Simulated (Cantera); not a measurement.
Feed: 1 mol B2O3, 3.9 mol O2, 21 mol H2, at 0.0440 bar.

Cantera equilibrium calculation (NASA polynomials, part measured and part estimated; ideal gas, pure solids and liquids). Candidate condensed phases: B, B2O3, B3O3H3, H2O; 23 gas species. Rates play no part.

At 2398 K, list the 4 most abundant gas species with their mole fractions, and the condensed phases.

H2 0.553, H2O 0.301, HBO2 0.0747, H 0.0558. Condensed: gas only.
